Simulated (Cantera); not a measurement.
A perfectly stirred reactor is fed with N2O : O2 = 1 : 0.27 (molar parts), at 590 Pa; it is held at 1475 K, and followed from long to short residence time.

Detailed kinetics in Cantera: GRI-Mech 3.0 (53 species, 325 reactions). GRI-Mech 3.0 was tuned for natural gas; its chemistry of N2O as a main component is partial and can be far from experiment. Radical loss at walls, strong at low pressure, is not modelled. The temperature is held fixed by assumption; the heat of reaction is taken as removed at once.

**Question.** What does this change do: pressure from 590 Pa to 94000 Pa?

**Answer.** 
```csv
quantity,before,after
x(N2O) at τ = 1.20 s,0.556,0.0194
x(O2) at τ = 1.20 s,0.258,0.403
x(NO) at τ = 1.20 s,0.0390,0.0526
x(N2) at τ = 1.20 s,0.146,0.525
x(O) at τ = 1.20 s,5.63e-5,1.38e-5
x(N2O) at τ = 39.0 ms,0.777,0.280
x(O2) at τ = 39.0 ms,0.215,0.319
x(NO) at τ = 39.0 ms,0.00174,0.0739
x(N2) at τ = 39.0 ms,0.00660,0.327
x(O) at τ = 39.0 ms,5.55e-5,4.12e-5
```

**Question.** What does this change do: temperature 1475 to 1325 K?

**Answer.** 
| quantity | before | after |
|---|---|---|
| x(N2O) at τ = 1.20 s | 0.556 | 0.749 |
| x(O2) at τ = 1.20 s | 0.258 | 0.221 |
| x(NO) at τ = 1.20 s | 0.0390 | 0.00446 |
| x(N2) at τ = 1.20 s | 0.146 | 0.0256 |
| x(O) at τ = 1.20 s | 5.63e-5 | 1.05e-5 |
| x(N2O) at τ = 39.0 ms | 0.777 | 0.786 |
| x(O2) at τ = 39.0 ms | 0.215 | 0.213 |
| x(NO) at τ = 39.0 ms | 0.00174 | 0.000149 |
| x(N2) at τ = 39.0 ms | 0.00660 | 0.000866 |
| x(O) at τ = 39.0 ms | 5.55e-5 | 1.03e-5 |
The mechanism lacks the step 2 NO + O2 → 2 NO2, which can matter for NO2 below about 1400 K.
